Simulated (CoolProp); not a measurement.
Cyclopentane along the isotherm 546.6 K: Z from the reference equation and from simpler models built on Tc = 511.7 K, pc = 4583 kPa, ω = 0.202; each cubic takes its own stable root.

Model: reference Helmholtz-energy equation of state, Gedanitz 2015, in CoolProp.

```tsv
p (kPa)	phase	reference	van der Waals	Redlich-Kwong	Soave-Redlich-Kwong	Peng-Robinson
2860	gas	0.8015	0.8154	0.8020	0.8090	0.7888
5730	supercritical	0.5129	0.4647	0.5020	0.5380	0.5082
8590	supercritical	0.3475	0.4298	0.3866	0.4060	0.3735
11500	supercritical	0.4016	0.5179	0.4430	0.4557	0.4149
14300	supercritical	0.4683	0.6075	0.5076	0.5182	0.4700
17200	supercritical	0.5394	0.7004	0.5759	0.5855	0.5299
20000	supercritical	0.6080	0.7892	0.6416	0.6507	0.5881
22900	supercritical	0.6785	0.8802	0.7090	0.7177	0.6481
25800	supercritical	0.7482	0.9702	0.7756	0.7839	0.7076
28600	supercritical	0.8147	1.056	0.8390	0.8472	0.7644
31500	supercritical	0.8829	1.144	0.9041	0.9120	0.8227
34400	supercritical	0.9504	1.232	0.9683	0.9761	0.8804
37200	supercritical	1.015	1.316	1.030	1.037	0.9356
40100	supercritical	1.081	1.402	1.093	1.100	0.9923
43000	supercritical	1.147	1.487	1.155	1.163	1.048
45800	supercritical	1.209	1.570	1.215	1.223	1.102
```
